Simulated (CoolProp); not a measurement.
Saturated liquid density (kg/m³) of C3F8 (R218): the reference equation beside estimates from Tc = 345.0 K, pc = 2.640 MPa, ω = 0.317. Rackett uses Z = 0.29056 − 0.08775 ω.

The numbers come from the reference Helmholtz-energy equation of state, Lemmon 2006 in CoolProp. It is a short technical equation, of lower accuracy than the large ones.

```tsv
T (K)	reference	Rackett	van der Waals	Redlich-Kwong
175.9	1831	1960	1128	1674
182.3	1809	1936	1116	1654
188.7	1786	1913	1104	1633
195.1	1764	1889	1091	1612
201.5	1741	1864	1078	1590
207.9	1718	1839	1065	1567
214.3	1695	1814	1051	1543
220.7	1671	1788	1037	1519
227.1	1647	1761	1022	1493
233.5	1623	1734	1007	1467
239.9	1598	1706	991.7	1439
246.3	1572	1678	975.6	1410
252.7	1545	1648	958.9	1381
259.1	1518	1618	941.5	1350
265.5	1490	1586	923.4	1317
```

Absolute difference from the reference over all 15 rows, mean and median: Rackett 6.9 and 7.0 %, van der Waals 38.1 and 38.0 %, Redlich-Kwong 9.5 and 9.1 %.
